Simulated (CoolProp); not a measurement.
R125 at several states: fugacity coefficient from the reference equation and from simpler models built on Tc = 339.2 K, pc = 3.618 MPa, ω = 0.305; each cubic takes its own stable root.

Model: reference Helmholtz-energy equation of state, Lemmon 2005, in CoolProp.

```tsv
T (K)	p (MPa)	phase	reference	Redlich-Kwong	Peng-Robinson
180.3	0.431	liquid	0.01359	0.04317	0.01430
362.3	2.97	gas	0.7854	0.7790	0.7669
404.2	0.145	gas	0.9926	0.9919	0.9916
```
